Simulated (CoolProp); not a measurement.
Vapour-liquid equilibrium of n-hexane (1) + cyclohexane (2) at 356 kPa; x and y are mole fractions of (1).

Computed with CoolProp (multi-fluid Helmholtz-energy mixture model, Thol 2019 and Zhou 2014; pair parameters Bell 2016).

```tsv
x	bubble temperature, mixture model (K)	bubble temperature, Raoult's law (K)	y, mixture model	y, Raoult's law
0.05	401.3	401.5	0.070	0.068
0.15	399.4	399.9	0.198	0.196
0.25	397.6	398.3	0.315	0.315
0.35	396.0	396.8	0.422	0.427
0.45	394.6	395.3	0.522	0.531
0.55	393.3	393.9	0.617	0.629
0.65	392.0	392.6	0.708	0.720
0.75	390.8	391.3	0.794	0.806
0.85	389.7	390.0	0.879	0.887
0.95	388.7	388.7	0.960	0.964
```

The largest gap from Raoult's law is -0.8 K in bubble temperature, at x = 0.35. No azeotrope shows between x = 0.05 and 0.95.

The pair parameters rest on a limited set of measurements; away from them the model extrapolates.
